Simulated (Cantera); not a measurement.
A perfectly stirred reactor is fed with CH₄ : O₂ : N₂ = 1 : 1.43 : 8.86 (molar parts), equivalence ratio 1.4, at 100000 Pa; it is adiabatic with a 625 K inlet, and is followed from long to short residence time, starting on the burning branch (τ in s: 0.048, 0.023, 0.011, 0.0052, 0.0025, 0.0012, 0.00057, 0.00027, 0.00013, 6.1e-05, 2.9e-05, 1.4e-05, 6.6e-06).

Detailed kinetics in Cantera: GRI-Mech 3.0 (53 species, 325 reactions).

Task: What does this change do: N2 8.86 to 6.9 parts?

Result: 
```
quantity                                                                      before                                 after
------------------------------------------------  ----------------------------------  ------------------------------------
blow-out, bracketed by the residence times tried  burning at 2.50 ms, out at 1.20 ms  burning at 0.570 ms, out at 0.270 ms
x(CH₄) at τ = 48.0 ms                                                        0.00201                              0.000275
x(O₂) at τ = 48.0 ms                                                        0.000892                              0.000217
x(NO₂) at τ = 48.0 ms                                                       3.55e-10                              7.35e-10
x(NO) at τ = 48.0 ms                                                         2.22e-5                              0.000149
x(HCN) at τ = 48.0 ms                                                        5.31e-5                               5.53e-5
x(CH₄) at τ = 0.570 ms                                                        0.0886                               0.00246
x(O₂) at τ = 0.570 ms                                                          0.127                               0.00714
x(NO₂) at τ = 0.570 ms                                                        <1e-12                               2.34e-9
x(NO) at τ = 0.570 ms                                                         <1e-12                               5.63e-5
x(HCN) at τ = 0.570 ms                                                        <1e-12                              0.000120
```
